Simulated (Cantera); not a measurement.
Ammonia decomposition in nitride growth gas

An isothermal, constant-pressure homogeneous reactor starts with NH₃ : N₂ = 1 : 0.44 (molar parts), at 2325 K and 1.00 atm.

Detailed kinetics in Cantera: the gas-phase N/H chemistry of the illustrative SiF4/NH3 mechanism in the Surface Chemkin manual (1991). Walls and surfaces, which speed up NH3 decomposition in real reactors, are not modelled.

```tsv
t (s)	x NH₃	x N₂H₂	x N₂H₄	x NH	x N	x H₂
4.00e-6	0.693	7.64e-7	7.23e-8	4.89e-6	1.34e-8	0.000628
1.33e-5	0.689	9.07e-6	6.02e-7	3.27e-5	1.49e-7	0.00265
4.42e-5	0.673	2.11e-5	1.21e-6	6.31e-5	7.61e-7	0.0152
0.000147	0.624	1.85e-5	8.88e-7	7.74e-5	2.41e-6	0.0593
0.000488	0.492	1.27e-5	5.04e-7	8.87e-5	5.15e-6	0.176
0.00162	0.250	5.22e-6	1.74e-7	8.03e-5	7.24e-6	0.392
0.00538	0.0397	6.47e-7	1.38e-8	4.53e-5	8.06e-6	0.577
0.0179	0.000300	1.09e-9	8.51e-12	3.86e-6	2.32e-6	0.608
0.0594	3.39e-5	1.87e-11	<1e-12	4.57e-7	2.81e-7	0.608
0.198	9.05e-6	5.00e-12	<1e-12	1.22e-7	7.52e-8	0.608
0.656	4.13e-6	4.16e-12	<1e-12	5.57e-8	3.43e-8	0.608
2.18	3.77e-6	4.13e-12	<1e-12	5.09e-8	3.14e-8	0.608
7.25	3.77e-6	4.13e-12	<1e-12	5.09e-8	3.13e-8	0.608
24.1	3.77e-6	4.13e-12	<1e-12	5.09e-8	3.13e-8	0.608
80.0	3.77e-6	4.13e-12	<1e-12	5.09e-8	3.13e-8	0.608
```
x: mole fraction; the columns are a selection and need not sum to one.

Equilibrium at this temperature and pressure: NH₃ 3.77e-6, N₂H₂ 4.13e-12, N₂H₄ <1e-12, NH 5.09e-8, N 3.13e-8, H₂ 0.608 (gas phase only).
